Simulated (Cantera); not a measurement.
**Adiabatic ignition**

An adiabatic, constant-pressure homogeneous reactor starts with CH4 : CO : O2 : N2 = 1 : 0.37 : 1.37 : 13.7 (molar parts), at 1800 K and 6680 Torr.

Cantera simulation using GRI-Mech 3.0 (53 species, 325 reactions); the numbers are that mechanism's predictions, not measurements.

```csv
t (s),T (K),x CH4,x CO,x O2,x HCN,x H,x C2H6
3.00e-6,1800,0.0606,0.0225,0.0833,<1e-12,8.71e-7,2.95e-6
1.30e-5,1801,0.0590,0.0226,0.0826,3.30e-11,4.24e-6,0.000211
5.63e-5,2461,2.57e-12,0.0589,0.000338,1.71e-6,0.00662,<1e-12
0.000244,2513,8.08e-12,0.0591,2.30e-5,5.16e-8,0.00173,<1e-12
0.00106,2513,8.27e-12,0.0591,2.24e-5,6.53e-8,0.00171,<1e-12
0.00458,2513,8.37e-12,0.0591,2.22e-5,8.17e-8,0.00170,<1e-12
0.0199,2513,8.39e-12,0.0591,2.22e-5,8.44e-8,0.00170,<1e-12
0.0860,2513,8.39e-12,0.0591,2.22e-5,8.44e-8,0.00170,<1e-12
0.373,2513,8.39e-12,0.0591,2.22e-5,8.44e-8,0.00170,<1e-12
1.62,2513,8.39e-12,0.0591,2.22e-5,8.44e-8,0.00170,<1e-12
7.00,2513,8.39e-12,0.0591,2.22e-5,8.44e-8,0.00170,<1e-12
```
x: mole fraction; the columns are a selection and need not sum to one.

| Item | Result |
|---|---|
| time of steepest temperature rise | 44.5 µs |
| temperature at 7.00 s | 2513 K |
| equilibrium temperature | 2513 K |
| x(CH4) at 7.00 s | 8.39e-12 (gas-phase equilibrium 9.40e-12) |
| x(CO) at 7.00 s | 0.0591 (gas-phase equilibrium 0.0591) |
| x(O2) at 7.00 s | 2.22e-5 (gas-phase equilibrium 2.22e-5) |
